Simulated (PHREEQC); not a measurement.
A column of 1 m (40 cells, dispersivity 0.08 m, 300 s a shift, diffusion coefficient 3e-10 m²/s) holds 0.0042 eq of the database's cation exchanger X per kg of pore water, first in equilibrium with 0.042 mol NH4Cl and 1e-05 mol HCl per kg of water. It is flushed with 0.0038 mol/kgw Na2SO4 and 1e-05 mol/kgw HCl, at 15 °C. Values are for the last cell. No CO2 enters from the air. Nothing may precipitate in this run.

The series has 33 steps of pore volumes, from 0 to 4.013.

Equilibrium calculation in PHREEQC: ion-association model, phreeqc.dat.

Question: After how many pore volumes does Na at the outlet first reach half of its feed value?

Answer: By 1.1 pore volumes.

Question: After how many pore volumes does S at the outlet first reach half of its feed value?

Answer: By 1.0 pore volumes.

Species that the database lacks are ignored.
